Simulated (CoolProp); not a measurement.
A closed Brayton cycle with carbon dioxide: compressor inlet 322.15 K and 8.6 MPa, high pressure 20.7 MPa, turbine inlet 830 K, compressor efficiency 0.85, turbine efficiency 0.9, recuperator effectiveness 0.9 (on enthalpy, no pinch check). Each further row changes one setting.

Computed with CoolProp (reference Helmholtz-energy equation of state, Span 1996).

```csv
case,thermal efficiency (%),net work (kJ/kg),compressor to turbine work,compressor exit (K),turbine exit (K)
as stated,32.7,76.5,0.35,390.8,724.2
turbine inlet 780 K,31.1,68.6,0.37,390.8,678.0
compressor inlet 332.15 K,31.8,69.9,0.40,408.1,724.2
high pressure 17.6 MPa,31.1,64.9,0.33,377.8,743.3
recuperator effectiveness 0.5,19.7,76.5,0.35,390.8,724.2
```
